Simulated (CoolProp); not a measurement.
Vapour-liquid equilibrium of carbon dioxide (1) + R227EA (2) at 246.3 K; x and y are mole fractions of (1).

Model: multi-fluid Helmholtz-energy mixture model, Span 1996 and Lemmon 2016; pair parameters Bell 2016, in CoolProp.

```csv
x,bubble pressure (kPa),y at the bubble point,dew pressure at overall composition x (kPa),liquid density (mol/L)
0.05,129.7,0.527,66.14,9.625
0.125,233.1,0.748,71.72,10.16
0.2,…,0.835,78.29,…
0.275,444.1,0.882,86.17,11.39
0.35,550.2,0.911,95.79,12.11
0.425,656.5,0.931,107.8,12.90
0.5,…,0.946,123.2,13.78
0.575,872.9,0.957,143.7,14.78
0.65,985.3,0.967,…,15.90
0.725,1102,0.976,215.2,17.20
0.8,1226,0.983,286.1,18.69
0.875,1356,0.990,425.3,20.44
0.95,1492,0.996,801.2,22.52
```

Problem. Complete the blanks.

Solution. 
- 0.2, bubble pressure (kPa): 338.3
- 0.2, liquid density (mol/L): 10.75
- 0.5, bubble pressure (kPa): 763.7
- 0.65, dew pressure at overall composition x (kPa): 172.3

No azeotrope shows between x = 0.05 and 0.95.

Pair parameters are fitted to limited data, so mixtures are less certain than the pure fluids.
